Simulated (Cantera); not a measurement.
Cantera with NASA thermochemical tables; ideal gases at 1 bar, condensed phases pure. Values are per mole of reaction as written; species without (g) are pure solids or liquids, kept so even where they would boil at 1 bar.

H2S(g) + NiS ⇌ NiS2 + H2(g)

```tsv
T (K)	ΔH° (kJ)	ΔS° (J/K)	ΔG° (kJ)	log10 K	condensed phases
950	-21.1	-50.2	26.6	-1.46	NiS(s), NiS2(s)
1000	…	…	…	…	NiS(s), NiS2(s)
1050	…	…	…	…	NiS(s), NiS2(s)
1100	…	…	…	…	NiS(s), NiS2(s)
1150	-20.0	-49.1	36.5	-1.66	NiS(s), NiS2(s)
1200	-19.8	-48.9	38.9	-1.69	NiS(s), NiS2(s)
1250	-49.8	-72.9	41.4	-1.73	NiS(l), NiS2(s)
```

### Question
Fill in the missing entries.

### Answer

- 1000, ΔH° (kJ): -20.8
- 1000, ΔS° (J/K): -49.8
- 1000, ΔG° (kJ): 29.1
- 1000, log10 K: -1.52
- 1050, ΔH° (kJ): -20.5
- 1050, ΔS° (J/K): -49.5
- 1050, ΔG° (kJ): 31.5
- 1050, log10 K: -1.57
- 1100, ΔH° (kJ): -20.2
- 1100, ΔS° (J/K): -49.3
- 1100, ΔG° (kJ): 34.0
- 1100, log10 K: -1.61
